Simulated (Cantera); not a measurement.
Input: 1 mol Si, 0.44 mol CO2, 100 mol N2, held at 1100 °C and 0.133 bar.

Cantera equilibrium calculation (NASA polynomials, part measured and part estimated; ideal gas, pure solids and liquids). Candidate condensed phases: C, Si, SiC, SiO2, Si2N2O, Si3N4; 34 gas species. N2 is the only nitrogen source here; it is nearly inert below about 1500 K, so the nitride shown seldom forms there in practice. Kinetics and transport are ignored.

Base state: N2 0.996, CO 0.00380 (mole fractions); condensed: C(graphite) + Si2N2O(s).

Question: What changes in the equilibrium state with this change: temperature from 1100 °C to 627 °C?

Answer: 
```csv
species,before,after
N2,0.996,1.000
CO,0.00380,0.000134
"C(graphite), mol",0.0600,0.427
"Si2N2O(s), mol",0.500,0.378
"SiO2(β-quartz), mol",0,0.244
```

Question: What changes in the equilibrium state with this change: 0.65 mol NH3 added?

Answer: 
| species | before | after |
|---|---|---|
| N2 | 0.996 | 0.987 |
| H2 | 0 | 0.00962 |
| CO | 0.00380 | 0.00376 |
| HCN | 0 | 3.87e-5 |
| C(graphite), mol | 0.0600 | 0.0560 |
| Si2N2O(s), mol | 0.500 | 0.500 |
Further candidate phases: C6H6, C7H8, C8H18, H2O.

Question: What changes in the equilibrium state with this change: pressure from 0.133 bar to 0.000450 bar?

Answer: 
```json
[
 {"species": "N2", "before": "0.996", "after": "0.996"},
 {"species": "CO", "before": "0.00380", "after": "0.00399"},
 {"species": "SiO", "before": "7.12e-8", "after": "3.68e-5"},
 {"species": "C(graphite), mol", "before": "0.0600", "after": "0"},
 {"species": "Si2N2O(s), mol", "before": "0.500", "after": "0.478"},
 {"species": "SiC(s), mol", "before": "0", "after": "0.0412"}
]
```
Mutual solubility and eutectic melting of coexisting phases are not modelled.
